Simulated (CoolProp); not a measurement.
500 sccm (0 °C, 1 atm) of nitrogen bubbles through liquid n-perfluorohexane at 297.3 K and leaves saturated at a total pressure of 0.15 MPa (ideal gas phase). Each further row changes one setting.

Values from CoolProp's reference Helmholtz-energy equation of state, Gao 2022.

| case | vapour pressure (kPa) | mole fraction of vapour | delivery (mg/min) | delivery (sccm) | change of delivery for a bath 1 K warmer (%) |
|---|---|---|---|---|---|
| as stated | 28.3 | 0.189 | 1760 | 116 | 5.6 |
| bath temperature 302.3 K | 35.2 | 0.234 | 2310 | 153 | 5.7 |
| total pressure 0.3 MPa | 28.3 | 0.0944 | 786 | 52.1 | 5.0 |
